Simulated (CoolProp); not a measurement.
Saturation properties of CH2F2 (R32).

The numbers come from the reference Helmholtz-energy equation of state, Tillner-Roth 1997 in CoolProp.

```tsv
T (K)	p (kPa)	liquid cp (kJ/(kg K))	surface tension (mN/m)	liquid viscosity (µPa s)	vapour viscosity (µPa s)	liquid conductivity (mW/(m K))
177.7	5.676	1.559	29.7	624	7.86	222
182.6	8.490	1.559	28.6	566	?	?
187.5	12.39	1.559	27.6	517	8.31	216
192.4	17.70	1.560	26.6	473	8.53	213
197.3	24.76	1.563	25.6	435	8.75	210
202.2	33.99	?	24.6	401	8.98	207
207.2	46.13	?	23.5	?	9.21	203
212.1	61.25	1.575	22.5	?	9.43	?
217	80.13	1.581	21.6	320	9.66	197
221.9	103.4	1.588	20.6	298	9.88	193
```

Problem. Some entries are withheld; supply them.

Solution. 
- 182.6, vapour viscosity (µPa s): 8.08
- 182.6, liquid conductivity (mW/(m K)): 219
- 202.2, liquid cp (kJ/(kg K)): 1.566
- 207.2, liquid cp (kJ/(kg K)): 1.570
- 207.2, liquid viscosity (µPa s): 371
- 212.1, liquid viscosity (µPa s): 344
- 212.1, liquid conductivity (mW/(m K)): 200

It boils at 221.5 K under 1 atm.

Viscosity comes from a separate model (Bell 2016), an estimate that may be off by 10 % or more. Thermal conductivity comes from a separate model (Huber 2003), an estimate that may be off by 10 % or more. Surface tension comes from a separate correlation (Mulero 2012).
